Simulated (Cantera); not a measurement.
Counterflow diffusion flame

A counterflow diffusion flame at 100000 Pa, nozzles 20 mm apart: fuel side CH4 : H2 = 1 : 0.27 (molar parts) at 325 K, oxidiser side O2 : N2 = 0.25 : 0.75 (molar parts) at 648 K, fuel mass flux 0.86 times the oxidiser's; mixture-averaged transport, no radiation.

Cantera simulation using GRI-Mech 3.0 (53 species, 325 reactions); the numbers are that mechanism's predictions, not measurements. GRI-Mech 3.0 has no aromatics or soot, which form on the fuel side of real flames. The maximum strain rate includes the flame's own expansion and is several times the mean.

| oxidiser flux (kg/m²/s) | max strain (1/s) | mean strain (1/s) | T max (K) | peak x OH | peak x H | peak x NO | peak x CO | peak x C2H2 |
|---|---|---|---|---|---|---|---|---|
| 0.6 | 504 | 109 | 2312 | 0.0156 | 0.00855 | 0.000410 | 0.0721 | 0.0165 |
| 0.76 | 623 | 138 | 2298 | 0.0155 | 0.00884 | 0.000377 | 0.0709 | 0.0161 |
| 0.95 | 764 | 173 | 2285 | 0.0154 | 0.00910 | 0.000348 | 0.0698 | 0.0157 |
| 1.2 | 949 | 218 | 2277 | 0.0154 | 0.00946 | 0.000323 | 0.0691 | 0.0154 |
| 1.5 | 1170 | 273 | 2265 | 0.0152 | 0.00972 | 0.000295 | 0.0682 | 0.0150 |
| 1.9 | 1450 | 345 | 2252 | 0.0150 | 0.00999 | 0.000266 | 0.0674 | 0.0145 |
| 2.4 | 1810 | 436 | 2239 | 0.0148 | 0.0103 | 0.000238 | 0.0669 | 0.0141 |
| 3 | 2230 | 545 | 2224 | 0.0145 | 0.0105 | 0.000211 | 0.0663 | 0.0136 |
| 3.8 | 2780 | 691 | 2208 | 0.0142 | 0.0106 | 0.000182 | 0.0658 | 0.0129 |
x: mole fraction; the columns are a selection and need not sum to one.
